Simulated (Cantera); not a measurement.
A jet of CH4 : O2 : N2 = 0.035 : 0.069 : 0.79 (molar parts) at 300 K and 0.0345 atm hits a platinum plate 4.6 cm away at a mass flux of 0.095 kg/m²/s; the plate temperature is set and raised in steps from an oxygen-covered start.

Cantera simulation using Deutschmann's 1995 Pt surface mechanism with GRI-Mech 3.0 gas chemistry; the numbers are that mechanism's predictions, not measurements. Catalytic surfaces can have several steady states; this one follows from the mechanism file's or the stated starting coverage.

One state of this run: wall x CH4 = 0.0187; wall x O2 = 0.0337; wall x H2O = 0.0381; wall x OH = 3.15e-7; wall x CO = 1.91e-5; wall x CO2 = 0.0251; θ free Pt = 0.487; θ O* = 0.513. x: mole fraction at the wall; θ: surface coverage.

Which value of plate T (K) does it belong to?
A) 1050
B) 900
C) 1000
D) 850

C, 1000
